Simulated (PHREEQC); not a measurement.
Ultrapure water in contact with air or piping: speciation

Model water analysis in mg/L, 25 °C, pH 6.4, pe 8.2:

```
constituent            mg/L
------------------  -------
Na                  0.00546
K                   0.00588
Ca                   0.0129
Mg                   0.0245
Cl                   0.0516
S(6) as SO4         0.00899
Alkalinity as HCO3   0.0824
Pb                   0.0148
```

Valence states are taken as typed.

Model: ion-association model, wateq4f.dat, run in PHREEQC.

No solid was allowed to form.

### Question
Predict the charge-balance error.

### Answer
charge-balance error 2.8 %.

### Question
In which forms is C present?

### Answer
HCO3- 53 %, CO2 47 % of the C.
